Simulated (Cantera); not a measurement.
## Thermodynamics of aluminium nitride and oxide growth, feed Al(CH3)3 + H2O + N2

Input: 1 mol Al(CH3)3, 1.8 mol H2O, 330 mol N2, equilibrated at 2075 K and 0.140 bar.

Method: chemical equilibrium by Gibbs-energy minimisation in Cantera with the NASA 1993 tables (ideal gas, pure condensed phases). Candidate condensed phases: Al, AlN, Al2O3, C, C6H6, C7H8, C8H18, H2O; 148 gas species. The feed counts by its element totals alone. Rates play no part.

```json
{
  "x(N2)": "0.973",
  "x(H2)": "0.0168",
  "x(CO)": "0.00532",
  "x(HCN)": "0.00250",
  "x(Al)": "0.00156",
  "x(H)": "0.000922",
  "x(HNC)": "0.000162",
  "x(C2H2 (acetylene))": "2.08e-5",
  "x(AlH)": "1.81e-5",
  "n(AlN(s))": "0.464 mol",
  "n(C(graphite))": "0.280 mol",
  "gas_amount": "338.6 mol",
  "log10 activity of Al(l) (absent)": "-1.73"
}
```
